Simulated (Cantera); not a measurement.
What does this Cantera script print?

```python
import numpy as np
import cantera as ct

gas = ct.Solution("gri30.yaml")


def delay(T, t_max=10):
    gas.TPX = T, 500000, {'CH4': 1, 'O2': 1.33, 'N2': 5.01}
    reactor = ct.IdealGasReactor(gas, clone=False)
    net = ct.ReactorNet([reactor])
    net.rtol, net.atol = 1e-8, 1e-16
    while net.time < t_max:
        t_old, T_old = net.time, reactor.T
        net.step()
        if reactor.T > T + 400:  # ignition: a rise of 400 K
            return t_old + (T + 400 - T_old) / (reactor.T - T_old) * (net.time - t_old)
    return np.nan


taus = []
for T in [1173, 1223, 1273, 1323, 1373, 1423, 1473, 1523, 1573]:
    taus.append(delay(T))
    print(f"T0 = {T:6g} K   tau = {taus[-1]:.4e} s")
```

Result:

```
T0 =   1173 K   tau = 1.6806e-02 s
T0 =   1223 K   tau = 8.7247e-03 s
T0 =   1273 K   tau = 4.6676e-03 s
T0 =   1323 K   tau = 2.5667e-03 s
T0 =   1373 K   tau = 1.4469e-03 s
T0 =   1423 K   tau = 8.3419e-04 s
T0 =   1473 K   tau = 4.9129e-04 s
T0 =   1523 K   tau = 2.9558e-04 s
T0 =   1573 K   tau = 1.8186e-04 s
```

Computed with Cantera and GRI-Mech 3.0 (53 species, 325 reactions).
